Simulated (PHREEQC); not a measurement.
Leach liquor: an equilibrium model

A solution holds 0.18 mol HCl, 0.0053 mol CuSO4 and 0.026 mol MgSO4 per kg of water, at 35 °C. Closed to the air; pH follows from the charge balance.

Equilibrium calculation in PHREEQC: ion-association model, phreeqc.dat.

This is a speciation only: nothing precipitates in the calculation.

### Question
What pH does the model give?

### Answer
pH 0.91.

### Question
In which forms is Cu present?

### Answer
Cu+2 76 %, CuCl+ 18 %, CuSO4 5.6 %, CuCl2 0.9 % of the Cu.

Species that the database lacks are ignored.
